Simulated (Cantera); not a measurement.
Charge: 1 mol H2S, a varied amount of O2, equilibrated at 1377 °C and 10.0 mbar.

Equilibrium computed with Cantera from the NASA thermochemical tables; the gas is ideal and each condensed phase is pure. Candidate condensed phases: H2O, H2SO4, S; 19 gas species. The numbers say what is thermodynamically allowed, not how fast it happens.

Task: At 0.45 mol O2, list the 5 most abundant gas species with their mole fractions, and the condensed phases.

Result: H2O 0.387, S2 0.254, H2 0.227, SO2 0.0866, H2S 0.0215. Condensed: gas only.
